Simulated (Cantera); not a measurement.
A closed system holds: 1 mol CaO, 0.62 mol F2, at 2.30e-5 bar.

Method: chemical equilibrium by Gibbs-energy minimisation in Cantera with the NASA 1993 tables (ideal gas, pure condensed phases). Candidate condensed phases: Ca, CaF2, CaO; 13 gas species. Mutual solubility and eutectic melting of coexisting phases are not modelled. The numbers say what is thermodynamically allowed, not how fast it happens. All values below are at 1200 K.

Base state: O2 1.000, CaF2 2.55e-5 (mole fractions); condensed: CaF2(s) + CaO(s).

What changes in the equilibrium state with this change: F2 from 0.62 to 5.4 mol?


```
species        before    after
------------  -------  -------
F             9.69e-9    0.946
O2              1.000   0.0538
F2              <1e-9  7.78e-5
CaF2          2.55e-5  2.55e-5
CaF2(s), mol    0.620    1.000
CaO(s), mol     0.380        0
```

What changes in the equilibrium state with this change: F2 from 0.62 to 2.1 mol?


```json
[
 {"species": "F", "before": "9.69e-9", "after": "0.815"},
 {"species": "O2", "before": "1.000", "after": "0.185"},
 {"species": "F2", "before": "<1e-9", "after": "5.77e-5"},
 {"species": "CaF2", "before": "2.55e-5", "after": "2.55e-5"},
 {"species": "CaF2(s), mol", "before": "0.620", "after": "1.000"},
 {"species": "CaO(s), mol", "before": "0.380", "after": "0"}
]
```
